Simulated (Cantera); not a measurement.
A perfectly stirred reactor is fed with CH4 : CO2 : H2 = 1 : 2.5 : 0.1 (molar parts), at 0.987 atm; it is held at 1275 K, and followed from long to short residence time.

Computed with Cantera and GRI-Mech 3.0 (53 species, 325 reactions).

### Question
What does this change do: pressure from 0.987 atm to 9.87 atm?

### Answer
| quantity | before | after |
|---|---|---|
| x(CH4) at τ = 13.0 s | 0.259 | 0.225 |
| x(CO2) at τ = 13.0 s | 0.667 | 0.616 |
| x(H2) at τ = 13.0 s | 0.0307 | 0.0247 |
| x(C2H6) at τ = 13.0 s | 0.000164 | 0.000297 |
| x(CO) at τ = 13.0 s | 0.0179 | 0.0569 |
| x(CH4) at τ = 85.0 ms | 0.278 | 0.277 |
| x(CO2) at τ = 85.0 ms | 0.694 | 0.694 |
| x(H2) at τ = 85.0 ms | 0.0278 | 0.0277 |
| x(C2H6) at τ = 85.0 ms | 3.98e-5 | 9.62e-5 |
| x(CO) at τ = 85.0 ms | 7.04e-5 | 0.000339 |

### Question
What does this change do: temperature 1275 to 1825 K?

### Answer
```csv
quantity,before,after
x(CH4) at τ = 13.0 s,0.259,0.000874
x(CO2) at τ = 13.0 s,0.667,0.105
x(H2) at τ = 13.0 s,0.0307,0.209
x(C2H6) at τ = 13.0 s,0.000164,2.30e-8
x(CO) at τ = 13.0 s,0.0179,0.520
x(CH4) at τ = 85.0 ms,0.278,0.0185
x(CO2) at τ = 85.0 ms,0.694,0.183
x(H2) at τ = 85.0 ms,0.0278,0.141
x(C2H6) at τ = 85.0 ms,3.98e-5,1.43e-5
x(CO) at τ = 85.0 ms,7.04e-5,0.421
```
